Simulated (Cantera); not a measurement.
Feed: 1 mol Hg, 30 mol H₂, 0.21 mol O₂, held at 1623 K and 28000 Pa.

Method: chemical equilibrium by Gibbs-energy minimisation in Cantera with the NASA 1993 tables (ideal gas, pure condensed phases). Candidate condensed phases: H₂O, Hg, HgO; 10 gas species. Kinetics and transport are ignored.

Base state: H₂ 0.954, Hg 0.0323, H₂O 0.0135, H 0.000128 (mole fractions); condensed: gas only.

Problem. What changes in the equilibrium state with this change: O₂ from 0.21 to 0.072 mol?

Solution. 
```json
[
 {"species": "H₂", "before": "0.954", "after": "0.963"},
 {"species": "Hg", "before": "0.0323", "after": "0.0323"},
 {"species": "H₂O", "before": "0.0135", "after": "0.00464"},
 {"species": "H", "before": "0.000128", "after": "0.000128"}
]
```
